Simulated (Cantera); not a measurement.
Charge: 1 mol SiCl₄, 0.34 mol NH₃, 26 mol H₂, held at 1875 K and 2.30 mbar.

Cantera equilibrium calculation (NASA polynomials, part measured and part estimated; ideal gas, pure solids and liquids). The tables' values for SiCl, SiCl₃ are old estimates; treat these amounts as uncertain. Gases not in the tables: Si₂H₆ and higher silanes. Rates play no part.

| species | before | after |
|---|---|---|
| H₂ | 0.864 | 0.930 |
| HCl | 0.0869 | 0.0436 |
| H | 0.0127 | 0.0132 |
| SiCl₂ | 0.0244 | 0.00571 |
| SiCl₃ | 4.03e-5 | 4.55e-6 |
| N₂ | 0.00585 | 0.00237 |
| SiCl | 0.000997 | 0.000482 |
| Cl | 0.000968 | 0.000468 |
| SiH₂ | 4.29e-5 | 4.62e-5 |
| SiH | 0.000163 | 0.000169 |
| Si(l), mol | 0.138 | 0.254 |
Gas species are given as mole fractions.

Which change was made?
A) NH₃ from 0.34 to 16 mol
B) temperature from 1875 K to 900 K
C) H₂ from 26 to 68 mol
D) pressure from 2.30 mbar to 13.0 Pa

C, H₂ from 26 to 68 mol. The tables' values for SiCl are old estimates; treat these amounts as uncertain
